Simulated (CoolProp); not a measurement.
Toluene along the isobar 22.6 MPa: fugacity coefficient from the reference equation and from simpler models built on Tc = 591.7 K, pc = 4.126 MPa, ω = 0.266; each cubic takes its own stable root.

Computed with CoolProp (reference Helmholtz-energy equation of state, Lemmon 2006). It is a short technical equation, of lower accuracy than the large ones.

| T (K) | phase | reference |
|---|---|---|
| 518.1 | liquid | 0.1078 |
| 524.9 | liquid | 0.1166 |
| 531.7 | liquid | 0.1258 |
| 538.5 | liquid | 0.1353 |
| 545.3 | liquid | 0.1451 |
| 552.1 | liquid | 0.1553 |
| 558.9 | liquid | 0.1657 |
| 565.7 | liquid | 0.1765 |
| 572.5 | liquid | 0.1876 |
| 579.2 | liquid | 0.1987 |
| 586 | liquid | 0.2102 |
| 592.8 | supercritical | 0.2220 |
| 599.6 | supercritical | 0.2340 |
| 606.4 | supercritical | 0.2461 |
| 613.2 | supercritical | 0.2585 |
| 620 | supercritical | 0.2709 |

Problem. How far does each simpler model (van der Waals, Redlich-Kwong) lie from the reference over these 16 states: mean and median of the absolute difference, and the worst?

Solution. 
- van der Waals: mean 60.8 %, median 56.8 %, worst +106.1 % at 518.1 K and 22.6 MPa
- Redlich-Kwong: mean 19.1 %, median 18.3 %, worst +30.4 % at 518.1 K and 22.6 MPa
